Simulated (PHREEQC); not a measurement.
# Brine

Consider water at 20 °C with 0.28 mol/kgw H2SO4 and 0.0059 mol/kgw NaHCO3. Closed to the air; pH follows from the charge balance.

Equilibrium calculation in PHREEQC: Pitzer model, pitzer.dat.

The pH comes out as 0.57, the ionic strength is 0.420 mol/kgw and the activity of water is 0.990. The specific conductance comes out as 90300 µS/cm. The density is 1.016 g/cm³, the osmotic coefficient is 0.893 and the total alkalinity is -554 meq/kg.

| species | molality | activity | log γ |
|---|---|---|---|
| H+ | 0.344 | 0.266 | -0.112 |
| HSO4- | 0.210 | 0.153 | -0.138 |
| SO4-2 | 0.0701 | 0.00692 | -1.005 |
| CO2 | 0.00590 | 0.00596 | 0.004 |
| Na+ | 0.00590 | 0.00448 | -0.119 |
| HCO3- | 1.76e-8 | 9.42e-9 | -0.272 |

Precipitation was switched off in this run.
